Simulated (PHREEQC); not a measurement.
Make-up at 20 °C: 0.021 mol NaHCO3 and 0.00057 mol K2HPO4 per kg of water. Closed to the air; pH follows from the charge balance.

Computed with PHREEQC (ion-association model, phreeqc.dat).

### Question
The ionic strength comes out as 0.0227 mol/kgw. What activity coefficients do HCO3-, NaCO3-, NaHPO4-, HPO4-2, CO3-2 get?

### Answer
HCO3- 0.87, NaCO3- 0.86, NaHPO4- 0.87, HPO4-2 0.57, CO3-2 0.58.

No solid was allowed to form.
